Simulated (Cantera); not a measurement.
What does this Cantera script print?

```python
import numpy as np
import cantera as ct

gas_names = """
    H H2 N NH NH2 NH3 N2 N2H2 N2H4 Si SiH SiH2 SiH3 SiH4 SiN Si2 Si2N Si3
""".split()
cond_names = """
    Si(cr) Si(L) Si3N4(a)
""".split()


def load(file, names, dense=False):
    # The tables refer to 1 bar. Condensed volumes are neglected.
    table = {s.name: s for s in ct.Species.list_from_file(file)}
    out = []
    for n in names:
        d = dict(table[n].input_data)
        d["thermo"] = dict(d["thermo"], **{"reference-pressure": 1e5})
        if dense:
            d["equation-of-state"] = {"model": "constant-volume", "density": "1e6 g/cm^3"}
        out.append(ct.Species.from_dict(d))
    return out


gas = ct.Solution(thermo="ideal-gas", species=load("nasa_gas.yaml", gas_names))
cond = {s.name: ct.Solution(thermo="fixed-stoichiometry", species=[s], name=s.name)
        for s in load("nasa_condensed.yaml", cond_names, dense=True)}
atoms = {
    'trisilylamine': {'Si': 3, 'N': 1, 'H': 9},
    'NH3': {'N': 1, 'H': 3},
    'H2': {'H': 2},
}
top_T = {'Si3N4(a)': 2400}  # K; cautious upper limits of use, not melting points


def equilibrate(T, P, feed):
    n = {}
    for name, mol in feed.items():
        for a, k in atoms[name].items():
            n[a] = n.get(a, 0.0) + k * mol
    gas.TPX = T, P, n
    mass = sum(n.values()) * gas.mean_molecular_weight
    gas.equilibrate("TP")
    valid = [c for c in cond.values() if c.min_temp <= T <= top_T.get(c.name, c.max_temp)]
    mix = ct.Mixture([(gas, mass / gas.mean_molecular_weight)] + [(c, 0.0) for c in valid])
    mix.T, mix.P = T, P
    mix.equilibrate("TP", solver="vcs", rtol=1e-11, max_steps=5000)
    return mix


results = []
feed = {'trisilylamine': 1, 'NH3': 1.3, 'H2': 2.8}  # mol
T = 850  # K
P = 9300  # Pa
mix = equilibrate(T, P, feed)
results.append((T, P, feed, dict(zip(mix.species_names, mix.species_moles))))
x = sorted(zip(gas.X, gas.species_names), reverse=True)
print(f"T = {T:g} K  P = {P:g} Pa  gas = {mix.phase_moles(0):.4g} mol")
print("   x: " + "  ".join(f"{s} {v:.3e}" for v, s in x if v > 0.001))
print("   condensed (mol): " + ("  ".join(f"{mix.phase(i).name} {mix.phase_moles(i):.4g}"
      for i in range(1, mix.n_phases) if mix.phase_moles(i) > 1e-12) or "none"))
```

It prints:

```
T = 850 K  P = 9300 Pa  gas = 9.25 mol
   x: H2 1.000e+00
   condensed (mol): Si(cr) 1.275  Si3N4(a) 0.575
```

Method: chemical equilibrium by Gibbs-energy minimisation in Cantera with the NASA 1993 tables (ideal gas, pure condensed phases). The feed counts by its element totals alone.
